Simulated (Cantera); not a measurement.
A Cantera script and what it prints.

```python
import numpy as np
import cantera as ct

gas_names = [...]  # 140 gases of nasa_gas.yaml made of C, Fe, H, N, O
cond_names = """
    C(gr) C6H6(L) C7H8(L) C8H18(L),n-octa Fe(a) Fe(c) Fe(d) Fe(L) FeC5O5(L) FeO(s) FeO(L) Fe(OH)2(s)
    Fe(OH)3(s) Fe2O3(s) Fe3O4(s) H2O(s) H2O(L)
""".split()


# ... load() reads the species with a 1 bar reference pressure and builds the phases ...
atoms = {
    'Fe3O4': {'Fe': 3, 'O': 4},
    'CO': {'C': 1, 'O': 1},
    'N2': {'N': 2},
    'CH4': {'C': 1, 'H': 4},
}
top_T = {'C(gr)': 4500, 'Fe2O3(s)': 1830, 'Fe3O4(s)': 1870}  # K; cautious upper limits of use, not melting points


# ... equilibrate(T, P, feed) seeds the gas with the atoms and calls Mixture.equilibrate('TP', solver="vcs", rtol=1e-11, max_steps=5000) ...
results = []
feed = {'Fe3O4': 1, 'CO': 0.72, 'N2': 2.5, 'CH4': 0.44}  # mol
P = 28000  # Pa
for T in [1473, 1573, 1673, 1773, 1873, 1973, 2073, 2173, 2273, 2373, 2473, 2573, 2673]:
    mix = equilibrate(T, P, feed)
    results.append((T, P, feed, dict(zip(mix.species_names, mix.species_moles))))

top = {s: max(r[3][s] / sum(r[3][g] for g in gas_names) for r in results) for s in gas_names}
cols = sorted((s for s in top if top[s] > 0.001), key=lambda s: -top[s])[:8]
seen = [c for c in cond_names if any(r[3].get(c, 0) > 1e-12 for r in results)]
print("log10 of partial pressures in bar; condensed amounts in mol")
print(f"{'T/K':>10s}" + "".join(f"{s[:9]:>10s}" for s in cols + seen))
for T, P, feed, n in results:
    ng = sum(n[g] for g in gas_names)
    print(f"{T:10.4g}" + "".join(f"{np.log10(max(n[s] / ng * P / 1e5, 1e-99)):10.3f}" for s in cols)
          + "".join(f"{n.get(c, 0):10.4g}" for c in seen))
```

Result:

```
log10 of partial pressures in bar; condensed amounts in mol
       T/K        N2        CO        H2       H2O        Fe       CO2         H        OH    FeO(s)    FeO(L)
      1473    -0.812    -1.241    -1.471    -1.689    -7.250    -1.852    -5.633    -7.436         3         0
      1573    -0.812    -1.234    -1.483    -1.670    -6.345    -1.881    -5.132    -6.761         3         0
      1673    -0.812    -1.228    -1.494    -1.654    -5.561    -1.908    -4.690    -6.169         0         3
      1773    -0.812    -1.223    -1.503    -1.642    -4.904    -1.931    -4.297    -5.644         0         3
      1873    -0.812    -1.219    -1.512    -1.631    -4.320    -1.952    -3.946    -5.175         0     2.999
      1973    -0.812    -1.217    -1.520    -1.622    -3.801    -1.969    -3.630    -4.754         0     2.997
      2073    -0.813    -1.215    -1.531    -1.612    -3.338    -1.982    -3.345    -4.371         0     2.992
      2173    -0.815    -1.216    -1.546    -1.601    -2.930    -1.986    -3.090    -4.018         0      2.98
      2273    -0.818    -1.221    -1.572    -1.586    -2.577    -1.977    -2.861    -3.685         0     2.955
      2373    -0.823    -1.232    -1.612    -1.566    -2.280    -1.951    -2.661    -3.365         0     2.908
      2473    -0.831    -1.251    -1.674    -1.544    -2.037    -1.908    -2.489    -3.056         0     2.833
      2573    -0.844    -1.280    -1.758    -1.526    -1.839    -1.855    -2.343    -2.760         0     2.721
      2673    -0.864    -1.319    -1.863    -1.526    -1.670    -1.806    -2.222    -2.488         0     2.552
```

Cantera equilibrium calculation (NASA polynomials, part measured and part estimated; ideal gas, pure solids and liquids). The tables' stoichiometric FeO is somewhat more stable than real wüstite, so its field is too wide. FeO: taken at fixed stoichiometry.
